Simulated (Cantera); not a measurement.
Charge: 1 mol CO, 0.4 mol H₂, at 1175 °C and 1.33 mbar.

Cantera equilibrium calculation (NASA polynomials, part measured and part estimated; ideal gas, pure solids and liquids). Candidate condensed phases: C, C₆H₆, C₇H₈, C₈H₁₈, H₂O; 110 gas species. The numbers say what is thermodynamically allowed, not how fast it happens.

Base state: CO 0.714, H₂ 0.286, H 0.000135 (mole fractions); condensed: gas only.

Question: What changes in the equilibrium state with this change: temperature from 1175 °C to 1427 °C?

Answer: 
| species | before | after |
|---|---|---|
| CO | 0.714 | 0.714 |
| H₂ | 0.286 | 0.284 |
| H | 0.000135 | 0.00215 |
